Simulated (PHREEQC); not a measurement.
1 kg of water holding 0.068 mol/kgw NaCl and 0.32 mol/kgw KCl is evaporated at 25 °C; the solids stay in contact with the brine. No CO2 enters from the air. Only these solids could form: Halite, Sylvite.

The series has 28 steps of water left (kg), from 1 to 0.005012.

Model: Pitzer model, pitzer.dat, run in PHREEQC.

Question: Which solids form, in which order, and at which step of the series does each first stand?

Answer: Sylvite from water left = 0.06418 kg; Halite from water left = 0.01099 kg.
